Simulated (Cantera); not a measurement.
A perfectly stirred reactor is fed with CH4 : O2 : N2 = 1 : 1.25 : 4.7 (molar parts), equivalence ratio 1.6, at 750 Torr; it is adiabatic with a 725 K inlet, and is followed from long to short residence time, starting on the burning branch (τ in s: 0.12, 0.051, 0.021, 0.0089, 0.0037, 0.0016, 0.00065, 0.00027, 0.00011, 4.7e-05, 2e-05).

Cantera simulation using GRI-Mech 3.0 (53 species, 325 reactions); the numbers are that mechanism's predictions, not measurements.

What does this change do: pressure from 750 Torr to 2030 Torr?


```
quantity                                                                        before                                 after
------------------------------------------------  ------------------------------------  ------------------------------------
blow-out, bracketed by the residence times tried  burning at 0.270 ms, out at 0.110 ms  burning at 0.270 ms, out at 0.110 ms
x(CH4) at τ = 0.120 s                                                         0.000145                              0.000221
x(O2) at τ = 0.120 s                                                           5.25e-5                               3.48e-5
x(CH3) at τ = 0.120 s                                                          4.63e-5                               3.81e-5
x(C2H4) at τ = 0.120 s                                                         1.30e-7                               1.55e-7
x(H) at τ = 0.120 s                                                            0.00172                              0.000892
x(CH4) at τ = 1.60 ms                                                          0.00198                               0.00323
x(O2) at τ = 1.60 ms                                                           0.00209                               0.00169
x(CH3) at τ = 1.60 ms                                                         0.000981                              0.000830
x(C2H4) at τ = 1.60 ms                                                         4.42e-5                               5.67e-5
x(H) at τ = 1.60 ms                                                            0.00285                               0.00126
```
